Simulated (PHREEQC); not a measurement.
A solution holds 0.19 mol/kgw ZnSO4 and 0.0019 mol/kgw FeSO4, at 25 °C. Closed to the air; pH follows from the charge balance.

Equilibrium calculation in PHREEQC: ion-association model, phreeqc.dat.

Precipitation was switched off in this run.

Problem. Order these Zn species by the share of Zn that they hold, largest first: ZnSO4, Zn+2, Zn(SO4)2-2.

Solution. Zn+2 (48 %), ZnSO4 (36 %), Zn(SO4)2-2 (16 %)

The pH is 5.49 and the ionic strength 0.371 mol/kgw.
